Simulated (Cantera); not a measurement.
A closed system holds: 1 mol Al(CH3)3, 16 mol N2, a varied amount of H2, equilibrated at 1025 K and 0.370 bar.

These are equilibrium values from Cantera (NASA tables, ideal gas, pure condensed phases), not measurements of a reactor. Candidate condensed phases: Al, AlN, C, C6H6, C7H8, C8H18; 97 gas species. The feed counts by its element totals alone. Equilibrium is a limit: real reactors are often held back by kinetics, nucleation or transport.

Question: At 39 mol H2, list the 4 most abundant gas species with their mole fractions, and the condensed phases.

Answer: H2 0.719, N2 0.266, CH4 0.0141, NH3 5.77e-5. Condensed: AlN(s) + C(graphite).
